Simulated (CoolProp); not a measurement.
Properties of tetradecamethylhexasiloxane (MD4M) along the isotherm 346.85 °C.

Model: reference Helmholtz-energy equation of state, Thol 2019, in CoolProp.

```json
[
 {"p (MPa)": "0.173", "phase": "gas", "Z": "0.8901", "cv (kJ/(kg K))": "2.076", "Joule-Thomson coefficient (K/MPa)": "15.49", "expansivity (1/kK)": "2.526", "fugacity coefficient": "0.8996"},
 {"p (MPa)": "0.345", "phase": "gas", "Z": "0.7582", "cv (kJ/(kg K))": "2.090", "Joule-Thomson coefficient (K/MPa)": "20.22", "expansivity (1/kK)": "4.474", "fugacity coefficient": "0.8023"},
 {"p (MPa)": "0.518", "phase": "liquid", "Z": "0.09490", "cv (kJ/(kg K))": "2.117", "Joule-Thomson coefficient (K/MPa)": "2.492", "expansivity (1/kK)": "6.531", "fugacity coefficient": "0.6931"},
 {"p (MPa)": "0.69", "phase": "liquid", "Z": "0.1238", "cv (kJ/(kg K))": "2.116", "Joule-Thomson coefficient (K/MPa)": "1.940", "expansivity (1/kK)": "5.441", "fugacity coefficient": "0.5368"},
 {"p (MPa)": "0.863", "phase": "liquid", "Z": "0.1524", "cv (kJ/(kg K))": "2.115", "Joule-Thomson coefficient (K/MPa)": "1.581", "expansivity (1/kK)": "4.743", "fugacity coefficient": "0.4426"},
 {"p (MPa)": "1.04", "phase": "liquid", "Z": "0.1810", "cv (kJ/(kg K))": "2.114", "Joule-Thomson coefficient (K/MPa)": "1.322", "expansivity (1/kK)": "4.242", "fugacity coefficient": "0.3789"},
 {"p (MPa)": "1.21", "phase": "liquid", "Z": "0.2082", "cv (kJ/(kg K))": "2.114", "Joule-Thomson coefficient (K/MPa)": "1.135", "expansivity (1/kK)": "3.881", "fugacity coefficient": "0.3354"},
 {"p (MPa)": "1.38", "phase": "liquid", "Z": "0.2350", "cv (kJ/(kg K))": "2.113", "Joule-Thomson coefficient (K/MPa)": "0.9885", "expansivity (1/kK)": "3.597", "fugacity coefficient": "0.3027"},
 {"p (MPa)": "1.55", "phase": "liquid", "Z": "0.2615", "cv (kJ/(kg K))": "2.113", "Joule-Thomson coefficient (K/MPa)": "0.8693", "expansivity (1/kK)": "3.366", "fugacity coefficient": "0.2774"},
 {"p (MPa)": "1.73", "phase": "liquid", "Z": "0.2892", "cv (kJ/(kg K))": "2.112", "Joule-Thomson coefficient (K/MPa)": "0.7651", "expansivity (1/kK)": "3.163", "fugacity coefficient": "0.2562"},
 {"p (MPa)": "1.9", "phase": "liquid", "Z": "0.3152", "cv (kJ/(kg K))": "2.112", "Joule-Thomson coefficient (K/MPa)": "0.6823", "expansivity (1/kK)": "3.001", "fugacity coefficient": "0.2399"},
 {"p (MPa)": "2.07", "phase": "liquid", "Z": "0.3410", "cv (kJ/(kg K))": "2.112", "Joule-Thomson coefficient (K/MPa)": "0.6112", "expansivity (1/kK)": "2.862", "fugacity coefficient": "0.2265"}
]
```
